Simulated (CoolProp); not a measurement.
Computed with CoolProp (reference Helmholtz-energy equation of state, Leachman 2009).

For normal hydrogen, give the phase and the viscosity (µPa s) at -237.55 °C and 0.0205 bar; -237.55 °C and 0.0466 bar; -237.55 °C and 6.48 bar.


- -237.55 °C and 0.0205 bar: gas; viscosity 1.78
- -237.55 °C and 0.0466 bar: gas; viscosity 1.78
- -237.55 °C and 6.48 bar: gas; viscosity 1.88

Viscosity comes from a separate model (Muzny 2013).
